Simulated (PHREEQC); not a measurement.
Make-up at 25 °C: 0.013 mol CaSO4, 0.005 mol NaF and 0.0019 mol NaCl per kg of water. Closed to the air; pH follows from the charge balance.

The numbers come from PHREEQC with the ion-association model, phreeqc.dat.

| quantity | before | after |
|---|---|---|
| pH | 7.39 | 7.17 |
| ionic strength (mol/kgw) | 0.0443 | 0.0399 |
| Ca+2 (mol/kgw) | 0.00942 | 0.00929 |
| SO4-2 (mol/kgw) | 0.00927 | 0.00922 |
| CaSO4 (mol/kgw) | 0.00358 | 0.00371 |
| NaSO4- (mol/kgw) | 0.000149 | 6.41e-5 |
| SI of Gypsum (CaSO4:2H2O) | -0.11 | -0.10 |
| SI of Fluorite (CaF2) | +3.48 | +2.10 |

What was changed between the two runs?
A) diluted 2-fold with water
B) NaCl from 0.0019 to 0.0038 mol/kgw
C) NaF from 0.005 to 0.001 mol/kgw
D) diluted 100-fold with water

C, NaF from 0.005 to 0.001 mol/kgw

Precipitation was switched off in this run. Some of these states are supersaturated (in Fluorite, for instance).
